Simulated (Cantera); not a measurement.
A perfectly stirred reactor is fed with 7.33 % CH4, 0.359 % CO, 20.1 % O2, 72.2 % N2, equivalence ratio 0.74, at 0.987 atm; it is adiabatic with a 475 K inlet, and is followed from long to short residence time, starting on the burning branch (τ in s: 0.061, 0.025, 0.01, 0.0042, 0.0017, 0.0007, 0.00028, 0.00012, 4.8e-05, 2e-05, 8e-06, 3.3e-06).

Computed with Cantera and GRI-Mech 3.0 (53 species, 325 reactions).

Predict: blow-out, bracketed by the residence times tried; x(CH4) at τ = 61.0 ms; x(CO) at τ = 61.0 ms; x(O2) at τ = 61.0 ms; x(CH3) at τ = 61.0 ms; x(H2O2) at τ = 61.0 ms; x(CH4) at τ = 0.280 ms; x(CO) at τ = 0.280 ms; x(O2) at τ = 0.280 ms; x(CH3) at τ = 0.280 ms; x(H2O2) at τ = 0.280 ms.


```json
{
 "blow_out_bracketed_by_the_residence_times_tried": "burning at 0.120 ms, out at 48.0 µs",
 "x(CH4) at τ = 61.0 ms": "6.41e-6",
 "x(CO) at τ = 61.0 ms": "0.00143",
 "x(O2) at τ = 61.0 ms": "0.0523",
 "x(CH3) at τ = 61.0 ms": "2.25e-6",
 "x(H2O2) at τ = 61.0 ms": "8.75e-8",
 "x(CH4) at τ = 0.280 ms": "0.000352",
 "x(CO) at τ = 0.280 ms": "0.0175",
 "x(O2) at τ = 0.280 ms": "0.0609",
 "x(CH3) at τ = 0.280 ms": "7.04e-5",
 "x(H2O2) at τ = 0.280 ms": "4.75e-7"
}
```
